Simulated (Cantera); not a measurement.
# Ti(NMe2)4 + H2 (titanium nitride, carbide and oxide coatings)

A closed system holds: 1 mol Ti(NMe2)4, 11 mol H2, held at 0.250 bar.

Method: chemical equilibrium by Gibbs-energy minimisation in Cantera with the NASA 1993 tables (ideal gas, pure condensed phases). Candidate condensed phases: C, C6H6, C7H8, C8H18, Ti, TiC, TiN; 93 gas species. The feed counts by its element totals alone. TiC: taken at fixed stoichiometry. Equilibrium is a limit: real reactors are often held back by kinetics, nucleation or transport.

From 1575 °C to 1875 °C the condensed part is C(graphite) + TiC(s).

```tsv
T (°C)	log p H2	log p N2	log p H	log p HCN	log p C2H2 (acetylene)	log p HNC	n C(graphite)	n TiC(s)
1575	-0.64	-1.71	-3.60	-3.29	-4.23	-4.66	6.93	1.00
1600	-0.64	-1.71	-3.51	-3.24	-4.15	-4.59	6.92	1.00
1625	-0.64	-1.71	-3.43	-3.19	-4.06	-4.52	6.91	1.00
1650	-0.64	-1.71	-3.35	-3.14	-3.99	-4.45	6.90	1.00
1675	-0.64	-1.71	-3.27	-3.10	-3.91	-4.38	6.89	1.00
1700	-0.64	-1.71	-3.19	-3.05	-3.83	-4.32	6.87	1.00
1725	-0.64	-1.71	-3.12	-3.01	-3.76	-4.26	6.86	1.00
1750	-0.64	-1.71	-3.04	-2.97	-3.69	-4.20	6.84	1.00
1775	-0.64	-1.71	-2.97	-2.93	-3.62	-4.14	6.82	1.00
1800	-0.64	-1.72	-2.90	-2.89	-3.55	-4.08	6.80	1.00
1825	-0.64	-1.72	-2.83	-2.85	-3.49	-4.02	6.78	1.00
1850	-0.64	-1.72	-2.77	-2.81	-3.42	-3.97	6.76	1.000
1875	-0.64	-1.72	-2.70	-2.78	-3.36	-3.92	6.73	1.000
```
log p: log10 of the partial pressure in bar; n: condensed amount in mol.
